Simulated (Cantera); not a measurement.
A perfectly stirred reactor is fed with NO : N2 = 1 : 0.61 (molar parts), at 20.0 Torr; it is held at 1923 K, and followed from long to short residence time.

Model: GRI-Mech 3.0 (53 species, 325 reactions), integrated in Cantera. Radical loss at walls, strong at low pressure, is not modelled.

Problem. What does this change do: pressure from 20.0 Torr to 1.00 bar?

Solution. 
```tsv
quantity	before	after
x(NO) at τ = 0.810 s	0.602	0.388
x(N2O) at τ = 0.810 s	0.000129	6.46e-5
x(N2) at τ = 0.810 s	0.388	0.495
x(NO2) at τ = 0.810 s	4.43e-5	0.000576
x(O2) at τ = 0.810 s	0.00910	0.116
x(NO) at τ = 20.0 ms	0.621	0.610
x(N2O) at τ = 20.0 ms	7.26e-5	0.000162
x(N2) at τ = 20.0 ms	0.379	0.384
x(NO2) at τ = 20.0 ms	1.49e-5	0.000297
x(O2) at τ = 20.0 ms	6.82e-5	0.00509
```
